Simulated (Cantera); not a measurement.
A closed system holds: 1 mol BN, 1.1 mol HF, at 13.3 mbar.

Method: chemical equilibrium by Gibbs-energy minimisation in Cantera with the NASA 1993 tables (ideal gas, pure condensed phases). Candidate condensed phases: B, BN; 31 gas species. The tables' values for BF2 are old estimates; treat these amounts as uncertain. Equilibrium is a limit: real reactors are often held back by kinetics, nucleation or transport.

log p: log10 of the partial pressure in bar; n: condensed amount in mol.

```csv
T (K),log p H2,log p BF3,log p N2,log p HF,log p BF2,log p BHF2,n BN(s)
873,-2.18,-2.36,-2.66,-3.85,-10.64,-6.89,0.637
973,-2.18,-2.36,-2.66,-3.72,-9.10,-6.26,0.639
1073,-2.18,-2.36,-2.66,?,-7.86,?,0.640
1173,-2.19,-2.36,-2.66,-3.52,-6.82,-5.33,0.641
1273,-2.19,-2.36,-2.66,-3.45,-5.96,-4.98,0.643
1373,-2.19,-2.37,-2.67,?,-5.22,?,0.644
1473,-2.19,-2.37,-2.67,-3.34,-4.58,-4.42,0.644
1573,-2.20,-2.38,-2.67,-3.29,-4.03,-4.21,0.643
```

Task: Complete the blanks.

Result: 
- 1073, log p HF: -3.61
- 1073, log p BHF2: -5.75
- 1373, log p HF: -3.39
- 1373, log p BHF2: -4.68
